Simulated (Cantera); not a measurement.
A perfectly stirred reactor is fed with H2 : O2 = 0.16 : 1 (molar parts), equivalence ratio 0.080, at 0.0276 atm; it is held at 1450 K, and followed from long to short residence time.

Cantera simulation using GRI-Mech 3.0 (53 species, 325 reactions); the numbers are that mechanism's predictions, not measurements. Radical loss at walls, strong at low pressure, is not modelled. The temperature is held fixed by assumption; the heat of reaction is taken as removed at once.

Question: What does this change do: pressure from 0.0276 atm to 0.00266 atm?

Answer: 
```json
[
 {"quantity": "x(H2) at τ = 0.680 s", "before": "0.000303", "after": "0.00351"},
 {"quantity": "x(O2) at τ = 0.680 s", "before": "0.847", "after": "0.798"},
 {"quantity": "x(H) at τ = 0.680 s", "before": "0.000251", "after": "0.0142"},
 {"quantity": "x(HO2) at τ = 0.680 s", "before": "2.36e-6", "after": "7.57e-7"},
 {"quantity": "x(H2O2) at τ = 0.680 s", "before": "8.87e-8", "after": "2.48e-8"},
 {"quantity": "x(H2) at τ = 46.0 ms", "before": "0.00161", "after": "0.00601"},
 {"quantity": "x(O2) at τ = 46.0 ms", "before": "0.831", "after": "0.766"},
 {"quantity": "x(H) at τ = 46.0 ms", "before": "0.00327", "after": "0.0290"},
 {"quantity": "x(HO2) at τ = 46.0 ms", "before": "5.97e-6", "after": "7.77e-7"},
 {"quantity": "x(H2O2) at τ = 46.0 ms", "before": "1.88e-7", "after": "2.60e-8"}
]
```
